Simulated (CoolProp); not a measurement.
A simple Rankine cycle with propylene: condensing at 291.15 K, boiler at 3.39 MPa, turbine inlet 353.2 K, turbine efficiency 0.6, pump efficiency 0.7, no recuperator. Each further row changes one setting.

The numbers come from the reference Helmholtz-energy equation of state, Lemmon 2013 in CoolProp.

| case | thermal efficiency (%) | net work (kJ/kg) | heat in (kJ/kg) | turbine exit temperature (K) | volume ratio over the turbine |
|---|---|---|---|---|---|
| as stated | 7.1 | 26.7 | 379 | 293.3 | 4.04 |
| turbine inlet 373.2 K | 7.6 | [?] | 437 | [?] | 3.77 |
| condensing temperature 283.15 K | 8.1 | 32.2 | 399 | 285.9 | 5.02 |
| boiler pressure 2.37 MPa | [?] | [?] | 423 | 318.4 | 2.54 |
| turbine efficiency 0.5 | 5.6 | 21.2 | 379 | 296.3 | 4.11 |

Some entries are withheld; supply them.


- turbine inlet 373.2 K, net work (kJ/kg): 33.1
- turbine inlet 373.2 K, turbine exit temperature (K): 321.5
- boiler pressure 2.37 MPa, thermal efficiency (%): 5.9
- boiler pressure 2.37 MPa, net work (kJ/kg): 24.8
